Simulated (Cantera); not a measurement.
# B + HCl + H2 + H2O (chemical vapour transport)

A closed system holds: 1 mol B, a varied amount of HCl, 4.4 mol H2, 0.036 mol H2O, held at 13.3 mbar.

Method: chemical equilibrium by Gibbs-energy minimisation in Cantera with the NASA 1993 tables (ideal gas, pure condensed phases). Candidate condensed phases: B, B2O3, B3O3H3, H2O; 33 gas species. Mutual solubility and eutectic melting of coexisting phases are not modelled. The tables' values for BCl2 are old estimates. Gases not in the tables: H3BO3. Rates play no part.

Q: Map the stable condensed phases over T = 1248, 1298, 1348, 1398, 1448, 1498, 1548, 1598, 1648 K and n(HCl) in mol = 0.088, 0.12, 0.17, 0.23, 0.32, 0.45, 0.62, 0.85, 1.2.

A: 
```
T in K \ n(HCl) in mol
         0.088  0.12  0.17  0.23  0.32  0.45  0.62  0.85   1.2
   1648      A     A     A     A     A     A     A     A     A
   1598      A     A     A     A     A     A     A     A     A
   1548      A     A     A     A     A     A     A     A     A
   1498      A     A     A     A     A     A     A     A     A
   1448      A     A     A     A     A     A     A     A     A
   1398      A     A     A     A     A     A     A     A     A
   1348      A     A     A     A     A     A     A     A     A
   1298      B     B     B     B     B     B     A     A     A
   1248      B     B     B     B     B     B     B     A     A
```
A: B; B: B + B2O3.
